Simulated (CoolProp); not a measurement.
Vapour-liquid equilibrium of CH3F (R41) (1) + chloromethane (R40) (2) at 280.5 K; x and y are mole fractions of (1).

Values from CoolProp's multi-fluid Helmholtz-energy mixture model, Lemmon 2006 and Thol 2014; pair parameters Bell 2016.

```
x     bubble pressure (bar)  y at the bubble point  dew pressure at overall composition x (bar)  liquid density (mol/L)
----  ---------------------  ---------------------  -------------------------------------------  ----------------------
0.05                  4.381                  0.258                                        3.498                       ?
0.2                   7.546                  0.608                                        4.094                   19.14
0.35                  10.68                  0.755                                            ?                   19.38
0.5                   13.76                  0.838                                        6.179                   19.56
0.65                      ?                  0.895                                        8.240                   19.63
0.8                   19.97                  0.941                                            ?                   19.58
0.95                  23.48                  0.985                                        20.68                   19.31
```

Q: Complete the blanks.

A: 
- 0.05, liquid density (mol/L): 18.85
- 0.35, dew pressure at overall composition x (bar): 4.929
- 0.65, bubble pressure (bar): 16.81
- 0.8, dew pressure at overall composition x (bar): 12.17

No azeotrope shows between x = 0.05 and 0.95.

Pair parameters are fitted to limited data, so mixtures are less certain than the pure fluids.
